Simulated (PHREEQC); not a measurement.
Dissolve 0.00016 mol/kgw PbCl2 and 0.2 mol/kgw NaCl at 72 °C. Closed to the air; pH follows from the charge balance.

The numbers come from PHREEQC with the ion-association model, wateq4f.dat.

No solid was allowed to form.

Task: Order these Pb species by the share of Pb that they hold, largest first: PbCl3-, PbCl+, PbCl2, Pb+2, PbCl4-2.

Result: PbCl+ (79 %), Pb+2 (14 %), PbCl2 (5.6 %), PbCl3- (1.1 %), PbCl4-2 (0.27 %)

The pH is 6.25 and the ionic strength 0.200 mol/kgw. Saturation is exceeded, for instance for Pb(OH)2; the values hold only as long as no solid forms. Complexes and solids missing from the database can't appear. Constants without temperature data keep their 25 °C values here.
